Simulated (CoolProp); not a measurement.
Vapour-liquid equilibrium of propane (1) + R134a (2) at 33.05 °C; x and y are mole fractions of (1).

Model: multi-fluid Helmholtz-energy mixture model, Lemmon 2009 and Tillner-Roth 1994; pair parameters Bell 2016, in CoolProp.

```
x      bubble pressure (kPa)  y at the bubble point  dew pressure at overall composition x (kPa)  liquid density (mol/L)
-----  ---------------------  ---------------------  -------------------------------------------  ----------------------
0.05                   983.3                  0.159                                        881.3                   11.38
0.125                   1144                  0.301                                        949.7                   11.18
0.2                     1254                  0.387                                         1026                   10.99
0.275                   1330                  0.446                                         1112                   10.82
0.35                    1382                  0.491                                         1206                   10.68
0.425                   1416                  0.528                                         1303                   10.56
0.5                     1438                  0.562                                         1391                   10.48
0.575                   1449                  0.596                                         1444                   10.44
0.65                    1450                  0.632                                         1446                   10.44
0.725                   1437                  0.674                                         1407                   10.47
0.8                     1406                  0.727                                         1347                   10.54
0.875                   1349                  0.797                                         1278                   10.65
0.95                    1255                  0.900                                         1208                   10.77
```

y crosses x between x = 0.575 and 0.65: the model has an azeotrope there.

Pair parameters are fitted to limited data, so mixtures are less certain than the pure fluids.
